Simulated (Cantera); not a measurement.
An isothermal, constant-pressure homogeneous reactor starts with 13.3 % C3H8, 86.7 % H2, at 1198 K and 8.25 Torr.

Detailed kinetics in Cantera: GRI-Mech 3.0 (53 species, 325 reactions). GRI-Mech 3.0 was tuned for natural gas; its chemistry of propane as a main component is partial and can be far from experiment. GRI-Mech 3.0 stops at C3 and has no aromatics, soot or wall deposition, so with more carbon than oxygen in the feed, carbon stays in small species such as C2H2 where larger ones or solid carbon would form. Radical loss at walls, strong at low pressure, is not modelled.

x: mole fraction; the columns are a selection and need not sum to one.

```json
[
 {"t (s)": "0.000400", "x C3H8": "0.133", "x H2": "0.867", "x C2H4": "0.000107", "x CH4": "5.72e-5", "x C2H2": "4.17e-10"},
 {"t (s)": "0.00206", "x C3H8": "0.131", "x H2": "0.865", "x C2H4": "0.00235", "x CH4": "0.00193", "x C2H2": "3.39e-7"},
 {"t (s)": "0.0106", "x C3H8": "0.0966", "x H2": "0.839", "x C2H4": "0.0318", "x CH4": "0.0301", "x C2H2": "8.80e-5"},
 {"t (s)": "0.0548", "x C3H8": "0.0126", "x H2": "0.776", "x C2H4": "0.103", "x CH4": "0.103", "x C2H2": "0.00278"},
 {"t (s)": "0.283", "x C3H8": "0.000179", "x H2": "0.768", "x C2H4": "0.107", "x CH4": "0.115", "x C2H2": "0.00997"},
 {"t (s)": "1.46", "x C3H8": "(withheld)", "x H2": "0.769", "x C2H4": "0.0995", "x CH4": "0.114", "x C2H2": "(withheld)"},
 {"t (s)": "7.52", "x C3H8": "7.58e-8", "x H2": "0.773", "x C2H4": "0.0814", "x CH4": "0.113", "x C2H2": "0.0328"},
 {"t (s)": "38.8", "x C3H8": "(withheld)", "x H2": "0.782", "x C2H4": "(withheld)", "x CH4": "0.109", "x C2H2": "(withheld)"},
 {"t (s)": "200", "x C3H8": "5.26e-9", "x H2": "0.787", "x C2H4": "0.0110", "x CH4": "0.106", "x C2H2": "0.0955"}
]
```

Problem. Complete the blanks.

Solution. 
- 1.46, x C3H8: 1.01e-6
- 1.46, x C2H2: 0.0167
- 38.8, x C3H8: 2.66e-8
- 38.8, x C2H4: 0.0365
- 38.8, x C2H2: 0.0728
